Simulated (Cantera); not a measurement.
A closed system holds: 1 mol CO, 9.7 mol H2, 15 mol N2, equilibrated at 2352 °C and 0.0660 bar.

Equilibrium computed with Cantera from the NASA thermochemical tables; the gas is ideal and each condensed phase is pure. Candidate condensed phases: C, C6H6, C7H8, C8H18, H2O; 136 gas species. The numbers say what is thermodynamically allowed, not how fast it happens.

Base state: N2 0.557, H2 0.314, H 0.0926, CO 0.0371, H2O 2.40e-5, HCN 2.31e-5 (mole fractions); condensed: gas only.

Task: What changes in the equilibrium state with this change: CO replaced by C6H6?

Result: 
| species | before | after |
|---|---|---|
| N2 | 0.557 | 0.491 |
| H2 | 0.314 | 0.357 |
| H | 0.0926 | 0.0987 |
| HCN | 2.31e-5 | 0.0399 |
| CO | 0.0371 | 0 |
| C2H2 (acetylene) | 1.88e-9 | 0.00638 |
| C2H | <1e-9 | 0.000163 |
| C2N2 | <1e-9 | 7.79e-5 |
| C3 | <1e-9 | 4.79e-5 |
| C(graphite), mol | 0 | 4.26 |

Task: What changes in the equilibrium state with this change: temperature from 2352 °C to 2277 °C?

Result: 
```
species   before    after
-------  -------  -------
N2         0.557    0.563
H2         0.314    0.329
H         0.0926   0.0697
CO        0.0371   0.0375
H2O      2.40e-5  2.53e-5
HCN      2.31e-5  2.39e-5
```
